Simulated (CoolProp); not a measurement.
Values from CoolProp's reference Helmholtz-energy equation of state, Lemmon 2005. It is a short technical equation, of lower accuracy than the large ones.

**Question.** Give the vapour pressure (MPa), vapour Z, surface tension (mN/m) of saturated 1-butene at 261.2, 353.4, 376.4 K.

**Answer.** 
| T (K) | p (MPa) | vapour Z | surface tension (mN/m) |
|---|---|---|---|
| 261.2 | 0.0809 | 0.964 | 16.7 |
| 353.4 | 1.20 | 0.775 | 5.61 |
| 376.4 | 1.90 | 0.686 | 3.28 |

Surface tension comes from a separate correlation (Mulero 2012).
